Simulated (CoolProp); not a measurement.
Model: reference Helmholtz-energy equation of state, Guder 2009, in CoolProp.

Q: For sulfur hexafluoride, give the phase and the cp (kJ/(kg K)), speed of sound (m/s) at -13.05 °C and 753 kPa; 122.75 °C and 19.8 kPa; 326.45 °C and 8720 kPa.

A: 
- -13.05 °C and 753 kPa: gas; cp 0.688, speed of sound 112
- 122.75 °C and 19.8 kPa: gas; cp 0.793, speed of sound 156
- 326.45 °C and 8720 kPa: supercritical; cp 0.983, speed of sound 193
